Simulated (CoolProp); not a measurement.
CH2F2 (R32) at 252.8 K and 0.065 MPa flows at 2.9 m/s in a round tube of 20 mm bore and 0.25 µm roughness, fully developed (64/Re and Nu = 3.66 if laminar; Colebrook and Gnielinski if turbulent). Each further row changes one setting.

The numbers come from the reference Helmholtz-energy equation of state, Tillner-Roth 1997 in CoolProp.

| case | Reynolds number | Darcy friction factor | pressure drop (Pa/m) | heat-transfer coefficient (W/(m² K)) | mass flow (kg/h) |
|---|---|---|---|---|---|
| as stated | 8380 | 0.0324 | ? | 14.6 | ? |
| velocity 5.8 m/s | 16800 | 0.0271 | ? | 25.8 | ? |
| diameter 40 mm | 16800 | 0.0271 | 4.64 | 12.9 | 21.4 |

Question: Fill in the missing entries.

Answer: 
- as stated, pressure drop (Pa/m): 11.1
- as stated, mass flow (kg/h): 5.36
- velocity 5.8 m/s, pressure drop (Pa/m): 37.2
- velocity 5.8 m/s, mass flow (kg/h): 10.7

Viscosity comes from a separate model (Bell 2016), an estimate that may be off by 10 % or more. Thermal conductivity comes from a separate model (Huber 2003), an estimate that may be off by 10 % or more.
